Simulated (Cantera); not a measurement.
An isothermal, constant-pressure homogeneous reactor starts with 14.9 % CH4, 68.7 % CO2, 16.4 % H2, at 1475 K and 0.430 bar.

Cantera simulation using GRI-Mech 3.0 (53 species, 325 reactions); the numbers are that mechanism's predictions, not measurements.

x: mole fraction; the columns are a selection and need not sum to one.

```csv
t (s),x CH4,x CO2,x H2,x H2O,x H,x C2H
0.000300,0.149,0.687,0.164,5.76e-6,6.58e-7,<1e-12
0.000835,0.149,0.687,0.164,4.10e-5,1.62e-6,<1e-12
0.00232,0.149,0.686,0.164,0.000240,2.86e-6,<1e-12
0.00646,0.149,0.685,0.163,0.00104,3.82e-6,<1e-12
0.0180,0.148,0.683,0.161,?,4.34e-6,2.44e-12
0.0500,0.147,0.674,0.155,0.0115,4.30e-6,2.38e-11
0.139,0.142,0.651,?,?,4.07e-6,1.28e-10
0.387,0.128,0.596,0.110,0.0776,3.56e-6,4.83e-10
1.08,0.0949,0.498,0.0726,0.154,2.98e-6,1.57e-9
3.00,0.0441,0.389,0.0679,0.220,3.74e-6,3.57e-9
```

Question: Fill in the missing entries.

Answer: 
- 0.0180, x H2O: 0.00376
- 0.139, x H2: 0.140
- 0.139, x H2O: 0.0316
